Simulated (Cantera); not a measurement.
Standard-state values (1 bar) from the NASA 1993 polynomials, evaluated with Cantera. Values are per mole of reaction as written; species without (g) are pure solids or liquids, kept so even where they would boil at 1 bar.

NH₃(g) + 2 CrO₃(g) ⇌ 3 O₂(g) + Cr₂N + 3 H(g), with ΔH° = 1160.3 kJ and ΔS° = 299.8 J/K at 300 K.

Task: How far is the shortcut ΔG° ≈ ΔH°(300 K) − T·ΔS°(300 K) from the full temperature-dependent value at 373, 473, 573, 673, 773, 873, 973, 1073, 1173 K?

Result: 
| T (K) | shortcut (kJ) | full (kJ) | difference (kJ) | difference in log10 K |
|---|---|---|---|---|
| 373 | 1048.5 | 1047.9 | 0.5 | -0.08 |
| 473 | 1018.5 | 1015.8 | 2.7 | -0.30 |
| 573 | 988.5 | 982.5 | 6.0 | -0.55 |
| 673 | 958.5 | 948.3 | 10.2 | -0.79 |
| 773 | 928.6 | 913.5 | 15.1 | -1.02 |
| 873 | 898.6 | 878.1 | 20.5 | -1.23 |
| 973 | 868.6 | 842.2 | 26.4 | -1.42 |
| 1073 | 838.6 | 805.8 | 32.8 | -1.60 |
| 1173 | 808.6 | 769.0 | 39.6 | -1.76 |
The shortcut ignores the heat-capacity change of the reaction.
